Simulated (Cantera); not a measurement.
**Reactions in the system H-N-O-Zr**

Source: NASA polynomial tables (part measured, part estimated), evaluated in Cantera. Values are per mole of reaction as written; species without (g) are pure solids or liquids, kept so even where they would boil at 1 bar. ZrN: taken at fixed stoichiometry.

4 H2O(g) + ZrN = ZrO2 + 4 H2(g) + NO2(g)

```tsv
T (K)	ΔH° (kJ)	ΔS° (J/K)	ΔG° (kJ)	log10 K	condensed phases
2225	318.2	81.8	136.2	-3.20	ZrN(s), ZrO2(tetragonal)
2275	318.1	81.7	132.2	-3.03	ZrN(s), ZrO2(tetragonal)
2325	318.0	81.7	128.1	-2.88	ZrN(s), ZrO2(tetragonal)
2375	317.8	81.6	124.0	-2.73	ZrN(s), ZrO2(tetragonal)
2425	317.6	81.5	119.9	-2.58	ZrN(s), ZrO2(tetragonal)
2475	317.3	81.4	115.8	-2.44	ZrN(s), ZrO2(tetragonal)
2525	317.0	81.3	111.8	-2.31	ZrN(s), ZrO2(tetragonal)
2575	316.7	81.2	107.7	-2.18	ZrN(s), ZrO2(tetragonal)
2625	316.4	81.0	103.7	-2.06	ZrN(s), ZrO2(s)
2675	316.0	80.9	99.6	-1.94	ZrN(s), ZrO2(s)
2725	315.6	80.7	95.6	-1.83	ZrN(s), ZrO2(s)
```
